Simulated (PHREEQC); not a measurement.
Solution (79 °C): 0.12 mol/kgw NiSO4, 0.0047 mol/kgw CuCl2 and 5.8e-05 mol/kgw NaCl. Closed to the air; pH follows from the charge balance.

Equilibrium calculation in PHREEQC: ion-association model, wateq4f.dat.

This is a speciation only: nothing precipitates in the calculation.

Predict the pH, ionic strength.

pH 4.95; ionic strength 0.248 mol/kgw.

In which forms is Na present?

Na+ 92 %, NaSO4- 8.4 % of the Na.

Saturation is exceeded, for instance for Atacamite, Tenorite (slow to form); the values hold only as long as no solid forms. Species that the database lacks are ignored. At this temperature some constants are extrapolated from 25 °C, and those without enthalpy data are left unchanged.
